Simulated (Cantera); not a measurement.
Input: 1 mol CH₃SiH₃, 0.29 mol CH₄, 72 mol H₂, at 1675 K and 0.133 bar.

These are equilibrium values from Cantera (NASA tables, ideal gas, pure condensed phases), not measurements of a reactor. Candidate condensed phases: C, C₆H₆, C₇H₈, C₈H₁₈, Si, SiC; 87 gas species. The feed counts by its element totals alone. Rates play no part.

Base state: H₂ 0.999, H 0.000318, CH₄ 0.000160, C₂H₂ (acetylene) 5.80e-5 (mole fractions); condensed: C(graphite) + SiC(s).

Problem. What changes in the equilibrium state with this change: CH₃SiH₃ replaced by CH₃SiCl₃?

Solution. 
```json
[
 {"species": "H₂", "before": "0.999", "after": "0.960"},
 {"species": "HCl", "before": "0", "after": "0.0395"},
 {"species": "H", "before": "0.000318", "after": "0.000312"},
 {"species": "SiCl₂", "before": "0", "after": "7.89e-5"},
 {"species": "Cl", "before": "0", "after": "1.00e-5"},
 {"species": "CH₄", "before": "0.000160", "after": "0.000148"},
 {"species": "C(graphite), mol", "before": "0.269", "after": "0.276"},
 {"species": "SiC(s), mol", "before": "1.000", "after": "0.994"}
]
```
